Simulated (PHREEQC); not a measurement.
Make-up at 75 °C: 0.0016 mol/kgw HF, 0.00089 mol/kgw KBr and 5.7e-05 mol/kgw H2SO4. Closed to the air; pH follows from the charge balance.

Equilibrium calculation in PHREEQC: ion-association model, phreeqc.dat.

The ionic strength comes out as 0.00154 mol/kgw. What activity coefficients do Br-, H+, F-, SO4-2, HF2- get?

Br- 0.95, H+ 0.95, F- 0.95, SO4-2 0.83, HF2- 0.95.

Precipitation was switched off in this run. Complexes and solids missing from the database can't appear. Constants without temperature data keep their 25 °C values here.
